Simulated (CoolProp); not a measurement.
Properties of normal hydrogen at several states (Tc = 33.1 K, pc = 1296 kPa, ω = -0.219).

The numbers come from the reference Helmholtz-energy equation of state, Leachman 2009 in CoolProp.

| T (K) | p (kPa) | phase | cv (kJ/(kg K)) | Joule-Thomson coefficient (K/MPa) | isothermal compressibility (1/MPa) | viscosity (µPa s) |
|---|---|---|---|---|---|---|
| 270.2 | 369 | gas | 10.06 | -0.2420 | 2.704 | 8.32 |
| 21.8 | 34.3 | gas | 6.219 | 15.46 | 29.93 | 1.09 |
| 230.7 | 11.5 | gas | 9.764 | -0.1258 | 86.95 | 7.45 |
| 539.3 | 10 | gas | 10.40 | -0.5261 | 100.00 | 13.4 |

Viscosity comes from a separate model (Muzny 2013).
